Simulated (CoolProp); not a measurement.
R245ca along the isobar 8.62 bar: fugacity coefficient from the reference equation and from simpler models built on Tc = 447.6 K, pc = 39.41 bar, ω = 0.355; each cubic takes its own stable root.

The numbers come from the reference Helmholtz-energy equation of state, Zhou 2016 in CoolProp.

```csv
T (K),phase,reference,Redlich-Kwong,Peng-Robinson
286,liquid,0.07133,___,0.07233
298.6,liquid,0.1174,0.2542,0.1182
311.2,liquid,0.1831,0.3568,0.1836
323.8,liquid,0.2725,0.4830,0.2728
336.4,liquid,0.3893,___,0.3897
349.1,liquid,0.5377,0.8082,0.5384
361.7,liquid,0.7173,___,0.7186
374.3,gas,0.8571,0.8779,0.8576
386.9,gas,0.8732,0.8887,___
399.5,gas,0.8869,0.8983,0.8834
412.1,gas,0.8986,0.9068,0.8941
424.8,gas,0.9089,0.9146,0.9038
437.4,gas,0.9178,___,0.9124
450,gas,0.9257,0.9276,0.9202
```

Q: Some entries are withheld; supply them.

A: 
- 286, Redlich-Kwong: 0.1736
- 336.4, Redlich-Kwong: 0.6331
- 361.7, Redlich-Kwong: 0.8656
- 386.9, Peng-Robinson: 0.8713
- 437.4, Redlich-Kwong: 0.9214

At some of these states Redlich-Kwong gives the other phase, because its saturation line lies elsewhere.
